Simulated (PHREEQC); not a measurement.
# Sulfide liquor (model solution)

Make-up at 10 °C: 0.11 mol NaHS and 0.00034 mol MnCl2 per kg of water. Closed to the air; pH follows from the charge balance.

All values are PHREEQC results (ion-association model, wateq4f.dat), not measurements.

No solid was allowed to form.

### Question
Estimate the pH.

### Answer
pH 9.96.

### Question
In which forms is Mn present?

### Answer
Mn+2 97 %, MnOH+ 3.2 % of the Mn.

Examples of supersaturated solids here: MnS(Green). Others may be too. Species that the database lacks are ignored. Constants without temperature data keep their 25 °C values here. The polysulfide entries of wateq4f.dat were taken out for this run.
